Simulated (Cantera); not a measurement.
A perfectly stirred reactor is fed with CH3OH : O2 : N2 = 0.0049 : 0.0098 : 1 (molar parts), at 1.01 bar; it is held at 1450 K, and followed from long to short residence time.

Model: GRI-Mech 3.0 (53 species, 325 reactions), integrated in Cantera. GRI-Mech 3.0 was tuned for natural gas; its chemistry of methanol as a main component is partial and can be far from experiment.

Predict: x(CH3OH) at τ = 0.530 s; x(O2) at τ = 0.530 s; x(NO) at τ = 0.530 s; x(CH3OH) at τ = 11.0 ms; x(O2) at τ = 11.0 ms; x(CH4) at τ = 11.0 ms; x(NO) at τ = 11.0 ms.


- x(CH3OH) at τ = 0.530 s: 7.04e-7
- x(O2) at τ = 0.530 s: 0.00245
- x(NO) at τ = 0.530 s: 2.45e-6
- x(CH3OH) at τ = 11.0 ms: 4.49e-6
- x(O2) at τ = 11.0 ms: 0.00297
- x(CH4) at τ = 11.0 ms: 1.11e-7
- x(NO) at τ = 11.0 ms: 2.70e-6
